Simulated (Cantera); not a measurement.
**Diamond growth**

A diamond (100) surface in a fixed gas of H2 with x(CH4) = 0.0094, x(CH3) = 0.0003, at 1200 K, 3900 Pa; coverages are run to steady state.

Detailed kinetics in Cantera: the Harris–Goodwin 1993 mechanism for the reconstructed diamond (100) surface.

```json
[
 {"x(H)": "0.0001", "growth (µm/h)": "0.144", "θ c6HH": "0.614", "θ c6H*": "0.0270", "θ c6*H": "0.346", "θ c6**": "0.00449", "θ c6HM": "0.00217"},
 {"x(H)": "0.0002", "growth (µm/h)": "0.318", "θ c6HH": "0.542", "θ c6H*": "0.0318", "θ c6*H": "0.408", "θ c6**": "0.00871", "θ c6HM": "0.00274"},
 {"x(H)": "0.00039", "growth (µm/h)": "0.585", "θ c6HH": "0.496", "θ c6H*": "0.0348", "θ c6*H": "0.445", "θ c6**": "0.0140", "θ c6HM": "0.00324"},
 {"x(H)": "0.00078", "growth (µm/h)": "0.993", "θ c6HH": "0.468", "θ c6H*": "0.0365", "θ c6*H": "0.467", "θ c6**": "0.0197", "θ c6HM": "0.00361"},
 {"x(H)": "0.0016", "growth (µm/h)": "1.63", "θ c6HH": "0.451", "θ c6H*": "0.0374", "θ c6*H": "0.479", "θ c6**": "0.0244", "θ c6HM": "0.00378"},
 {"x(H)": "0.0031", "growth (µm/h)": "2.53", "θ c6HH": "0.443", "θ c6H*": "0.0379", "θ c6*H": "0.484", "θ c6**": "0.0273", "θ c6HM": "0.00367"},
 {"x(H)": "0.0061", "growth (µm/h)": "3.91", "θ c6HH": "0.439", "θ c6H*": "0.0381", "θ c6*H": "0.488", "θ c6**": "0.0291", "θ c6HM": "0.00329"},
 {"x(H)": "0.012", "growth (µm/h)": "5.75", "θ c6HH": "0.437", "θ c6H*": "0.0383", "θ c6*H": "0.489", "θ c6**": "0.0302", "θ c6HM": "0.00266"},
 {"x(H)": "0.024", "growth (µm/h)": "7.85", "θ c6HH": "0.437", "θ c6H*": "0.0386", "θ c6*H": "0.491", "θ c6**": "0.0308", "θ c6HM": "0.00190"}
]
```
θ: site fractions in the mechanism's names (c6HH fully hydrogenated, c6H* and c6*H radical sites, c6** diradical, c6HM methylated).
